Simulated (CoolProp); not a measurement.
Saturation properties of hexamethyldisiloxane (MM) (Tc = 518.7 K, pc = 1.931 MPa, ω = 0.418).

Values from CoolProp's reference Helmholtz-energy equation of state, Thol 2016.

```tsv
T (K)	p (MPa)	liquid density (kg/m³)	vapour Z
288.5	0.003349	769.6	0.9945
294.7	0.004669	763.1	0.9930
300.9	0.006400	756.6	0.9912
307.1	0.008636	750.0	0.9890
313.3	0.01148	743.4	0.9865
319.5	0.01506	736.7	0.9836
325.7	0.01950	729.9	0.9803
331.9	0.02495	723.1	0.9765
338.1	0.03156	716.2	0.9722
344.3	0.03952	709.2	0.9674
```

It boils at 373.7 K under 1 atm.
